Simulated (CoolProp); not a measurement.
A single-stage vapour-compression cycle with hydrogen chloride: evaporating at 196.15 K (dew point), condensing at 240.15 K (bubble point), superheat 0 K, subcooling 2 K, compressor efficiency 0.6, no pressure losses. Each further row changes one setting.

Values from CoolProp's reference Helmholtz-energy equation of state, Thol 2018.

| case | cooling COP | pressure ratio | discharge temperature (K) | refrigerating effect (kJ/kg) | volumetric capacity (kJ/m³) |
|---|---|---|---|---|---|
| as stated | 2.11 | 6.25 | 411.1 | 363 | 1320 |
| evaporating temperature 201.15 K | 2.52 | 4.86 | 382.2 | 366 | 1680 |
| condensing temperature 235.15 K | 2.45 | 5.26 | 385.6 | 372 | 1350 |
| subcooling 7 K | 2.16 | 6.25 | 411.1 | 372 | 1350 |
| superheat 10 K | 2.05 | 6.25 | 433.9 | 372 | 1280 |
| compressor efficiency 0.5 | 1.76 | 6.25 | 452.8 | 363 | 1320 |
